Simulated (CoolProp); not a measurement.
Computed with CoolProp (reference Helmholtz-energy equation of state, Lemmon 2006). It is a short technical equation, of lower accuracy than the large ones.

Question: Give the vapour pressure (MPa), liquid density (kg/m³), surface tension (mN/m) of saturated CH3F (R41) at 266.1, 275.2, 284.2 K.

Answer: 
| T (K) | p (MPa) | liquid density (kg/m³) | surface tension (mN/m) |
|---|---|---|---|
| 266.1 | 1.68 | 702 | 5.24 |
| 275.2 | 2.16 | 672 | 4.11 |
| 284.2 | 2.73 | 638 | 3.05 |

Surface tension comes from a separate correlation (Mulero 2012).
